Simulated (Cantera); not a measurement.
Mixture: CH₃OH : O₂ : N₂ = 1 : 1.95 : 7.32 (molar parts), equivalence ratio 0.77, at 4.93 atm, adiabatic and at constant pressure. Ignition delay is the time to a rise of 400 K.

Detailed kinetics in Cantera: GRI-Mech 3.0 (53 species, 325 reactions). GRI-Mech 3.0 was tuned for natural gas; its chemistry of methanol as a main component is partial and can be far from experiment.

### Question
Predict: delay at 1175 K; delay at 1275 K; delay at 1375 K; delay at 1475 K; delay at 1575 K; apparent activation energy between 1475 and 1575 K.

### Answer
```json
{
  "delay at 1175 K": "4.04 ms",
  "delay at 1275 K": "0.823 ms",
  "delay at 1375 K": "0.221 ms",
  "delay at 1475 K": "75.1 µs",
  "delay at 1575 K": "30.9 µs",
  "apparent activation energy between 1475 and 1575 K": "170 kJ/mol"
}
```
